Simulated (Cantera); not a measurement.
Charge: 1 mol CaCO3, a varied amount of C, 0.89 mol H2, at 1850 °C and 1.00 Torr.

These are equilibrium values from Cantera (NASA tables, ideal gas, pure condensed phases), not measurements of a reactor. Candidate condensed phases: C, C6H6, C7H8, C8H18, Ca, CaCO3, CaO, Ca(OH)2, H2O; 115 gas species. Rates play no part.

Problem. At 0.46 mol C, list the 5 most abundant gas species with their mole fractions, and the condensed phases.

Solution. CO 0.530, H2 0.201, H2O 0.144, CO2 0.0757, H 0.0440. Condensed: CaO(s).
